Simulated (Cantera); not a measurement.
A perfectly stirred reactor is fed with CH4 : H2O : H2 = 1 : 0.47 : 0.055 (molar parts), at 7500 Torr; it is held at 1773 K, and followed from long to short residence time.

Cantera simulation using GRI-Mech 3.0 (53 species, 325 reactions); the numbers are that mechanism's predictions, not measurements. GRI-Mech 3.0 stops at C3 and has no aromatics, soot or wall deposition, so with more carbon than oxygen in the feed, carbon stays in small species such as C2H2 where larger ones or solid carbon would form.

Question: What does this change do: CH4 1 to 0.48 parts?

Answer: 
```json
[
 {"quantity": "x(CH4) at τ = 13.0 s", "before": "0.0866", "after": "0.0271"},
 {"quantity": "x(H2O) at τ = 13.0 s", "before": "0.00278", "after": "0.0288"},
 {"quantity": "x(H2) at τ = 13.0 s", "before": "0.686", "after": "0.716"},
 {"quantity": "x(OH) at τ = 13.0 s", "before": "1.88e-8", "after": "1.91e-7"},
 {"quantity": "x(CH2CO) at τ = 13.0 s", "before": "2.77e-6", "after": "1.18e-6"},
 {"quantity": "x(CH4) at τ = 0.150 s", "before": "0.106", "after": "0.0759"},
 {"quantity": "x(H2O) at τ = 0.150 s", "before": "0.0825", "after": "0.167"},
 {"quantity": "x(H2) at τ = 0.150 s", "before": "0.611", "after": "0.577"},
 {"quantity": "x(OH) at τ = 0.150 s", "before": "5.85e-7", "after": "1.22e-6"},
 {"quantity": "x(CH2CO) at τ = 0.150 s", "before": "1.34e-5", "after": "1.43e-5"}
]
```

Question: What does this change do: pressure from 7500 Torr to 19500 Torr?

Answer: 
```tsv
quantity	before	after
x(CH4) at τ = 13.0 s	0.0866	0.142
x(H2O) at τ = 13.0 s	0.00278	0.00266
x(H2) at τ = 13.0 s	0.686	0.644
x(OH) at τ = 13.0 s	1.88e-8	1.15e-8
x(CH2CO) at τ = 13.0 s	2.77e-6	4.75e-6
x(CH4) at τ = 0.150 s	0.106	0.173
x(H2O) at τ = 0.150 s	0.0825	0.0779
x(H2) at τ = 0.150 s	0.611	0.563
x(OH) at τ = 0.150 s	5.85e-7	3.59e-7
x(CH2CO) at τ = 0.150 s	1.34e-5	1.05e-5
```
The pressure lies above the range GRI-Mech 3.0 was tuned for (to about 10 atm).
